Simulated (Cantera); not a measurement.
A Cantera script and what it prints.

```python
import numpy as np
import cantera as ct

gas_names = [...]  # 91 gases of nasa_gas.yaml made of C, Cl, H
cond_names = """
    C(gr) C6H6(L) C7H8(L) C8H18(L),n-octa
""".split()


# ... load() reads the species with a 1 bar reference pressure and builds the phases ...
atoms = {
    'CH3Cl': {'C': 1, 'H': 3, 'CL': 1},
    'H2': {'H': 2},
}
top_T = {'C(gr)': 4500}  # K; cautious upper limits of use, not melting points


# ... equilibrate(T, P, feed) seeds the gas with the atoms and calls Mixture.equilibrate('TP', solver="vcs", rtol=1e-11, max_steps=5000) ...
results = []
feed = {'CH3Cl': 1, 'H2': 2}  # mol
P = 87000  # Pa
for T in [1923, 2023, 2123, 2223, 2323, 2423, 2523, 2623, 2723, 2823, 2923, 3023, 3123, 3223]:
    mix = equilibrate(T, P, feed)
    results.append((T, P, feed, dict(zip(mix.species_names, mix.species_moles))))

top = {s: max(r[3][s] / sum(r[3][g] for g in gas_names) for r in results) for s in gas_names}
cols = sorted((s for s in top if top[s] > 0.0001), key=lambda s: -top[s])[:8]
seen = [c for c in cond_names if any(r[3].get(c, 0) > 1e-12 for r in results)]
print("log10 of partial pressures in bar; condensed amounts in mol")
print(f"{'T/K':>10s}" + "".join(f"{s[:9]:>10s}" for s in cols + seen))
for T, P, feed, n in results:
    ng = sum(n[g] for g in gas_names)
    print(f"{T:10.4g}" + "".join(f"{np.log10(max(n[s] / ng * P / 1e5, 1e-99)):10.3f}" for s in cols)
          + "".join(f"{n.get(c, 0):10.4g}" for c in seen))
```

It prints:

```
log10 of partial pressures in bar; condensed amounts in mol
       T/K        H2       HCL         H C2H2,acet        CL       C2H        C3      C4H2     C(gr)
      1923    -0.186    -0.663    -3.119    -3.532    -3.719    -8.311   -11.415    -7.276    0.9962
      2023    -0.187    -0.664    -2.815    -3.236    -3.421    -7.558   -10.314    -6.680    0.9938
      2123    -0.188    -0.665    -2.539    -2.969    -3.150    -6.877    -9.320    -6.142    0.9894
      2223    -0.190    -0.667    -2.288    -2.727    -2.904    -6.259    -8.417    -5.654     0.982
      2323    -0.193    -0.669    -2.059    -2.508    -2.680    -5.694    -7.594    -5.210    0.9705
      2423    -0.197    -0.674    -1.850    -2.308    -2.474    -5.178    -6.841    -4.805    0.9533
      2523    -0.203    -0.680    -1.658    -2.127    -2.286    -4.705    -6.150    -4.435    0.9286
      2623    -0.212    -0.689    -1.482    -1.964    -2.114    -4.269    -5.513    -4.098    0.8944
      2723    -0.225    -0.701    -1.320    -1.816    -1.956    -3.868    -4.924    -3.789    0.8485
      2823    -0.241    -0.718    -1.173    -1.685    -1.811    -3.499    -4.379    -3.509    0.7882
      2923    -0.262    -0.739    -1.038    -1.568    -1.680    -3.158    -3.872    -3.254    0.7104
      3023    -0.290    -0.767    -0.916    -1.467    -1.561    -2.844    -3.400    -3.024    0.6106
      3123    -0.325    -0.803    -0.806    -1.382    -1.454    -2.555    -2.960    -2.819    0.4811
      3223    -0.368    -0.848    -0.709    -1.314    -1.360    -2.290    -2.548    -2.638    0.3061
```

Cantera equilibrium calculation (NASA polynomials, part measured and part estimated; ideal gas, pure solids and liquids).
